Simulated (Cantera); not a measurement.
# Equilibrium for carbon deposition, reforming and gasification: C₃H₆ + NH₃ + N₂

Charge: 1 mol C₃H₆, 0.058 mol NH₃, 0.45 mol N₂, at 1875 K and 1.00 bar.

Method: chemical equilibrium by Gibbs-energy minimisation in Cantera with the NASA 1993 tables (ideal gas, pure condensed phases). Candidate condensed phases: C, C₆H₆, C₇H₈, C₈H₁₈; 92 gas species. The numbers say what is thermodynamically allowed, not how fast it happens.

```yaml
x(H₂): 0.863
x(N₂): 0.133
x(HCN): 0.00295
x(H): 0.000609
x(CH₄): 0.000451
x(C₂H₂ (acetylene)): 0.000273
x(HNC): 0.000132
x(NH₃): 7.34e-6
x(CH₃): 6.40e-6
n(C(graphite)): 2.99 mol
gas_amount: 3.565 mol
```
